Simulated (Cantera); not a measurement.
**Premixed flame**

A freely propagating, adiabatic, planar premixed flame of H₂ : O₂ : N₂ : H₂O = 1 : 0.417 : 1.57 : 0.18 (molar parts), equivalence ratio 1.2, unburnt at 548 K and 3.30 bar; mixture-averaged transport, grid criteria slope 0.08 and curve 0.16, no radiation.

Cantera simulation using the H2/O2 subset of GRI-Mech 3.0, which has no nitrogen chemistry; the numbers are that mechanism's predictions, not measurements. The hydrogen kinetics of GRI-Mech 3.0 are dated; newer H2 mechanisms differ, most at raised pressure. Burning velocities carry a grid error of a few per cent, more on coarse grids.

| z (mm) | T (K) | u (m/s) | x H₂ | x O₂ | x H₂O₂ | x O | x H | x OH |
|---|---|---|---|---|---|---|---|---|
| -0.268 | 548 | 6.16 | 0.316 | 0.132 | <1e-8 | <1e-8 | <1e-8 | <1e-8 |
| -0.179 | 548 | 6.16 | 0.316 | 0.132 | <1e-8 | <1e-8 | <1e-8 | <1e-8 |
| -0.134 | 548 | 6.16 | 0.316 | 0.132 | <1e-8 | <1e-8 | <1e-8 | <1e-8 |
| -0.0894 | 548 | 6.16 | 0.315 | 0.132 | 2.39e-8 | 2.19e-8 | <1e-8 | <1e-8 |
| -0.0447 | 576 | 6.39 | 0.304 | 0.133 | 1.00e-5 | 4.84e-6 | 1.96e-5 | 1.78e-5 |
| -0.0224 | 832 | 8.92 | 0.265 | 0.128 | 7.21e-5 | 0.000225 | 0.00234 | 0.000981 |
| 0 | 1287 | 13.4 | 0.187 | 0.0957 | 2.54e-5 | 0.00245 | 0.0175 | 0.00285 |
| 0.0224 | 1614 | 16.6 | 0.115 | 0.0492 | 5.10e-6 | 0.00540 | 0.0348 | 0.00744 |
| 0.0447 | 1789 | 18.2 | 0.0825 | 0.0241 | 3.01e-6 | 0.00599 | 0.0391 | 0.0114 |
| 0.0894 | 1956 | 19.8 | 0.0698 | 0.0117 | 1.69e-6 | 0.00511 | 0.0330 | 0.0139 |
| 0.179 | 2107 | 21.1 | 0.0670 | 0.00748 | 9.75e-7 | 0.00336 | 0.0230 | 0.0136 |
| 0.358 | 2232 | 22.1 | 0.0641 | 0.00451 | 6.11e-7 | 0.00187 | 0.0148 | 0.0115 |
| 0.715 | 2322 | 22.9 | 0.0612 | 0.00239 | 3.84e-7 | 0.000914 | 0.00926 | 0.00882 |
x: mole fraction of selected species; z is measured from the peak of heat release.

```json
{
  "laminar_burning_velocity": "616 cm/s",
  "thermal_thickness": "0.0894 mm",
  "peak x(H₂O₂)": "7.31e-5",
  "peak x(O)": "0.00600",
  "peak x(H)": "0.0392",
  "peak x(OH)": "0.0141"
}
```
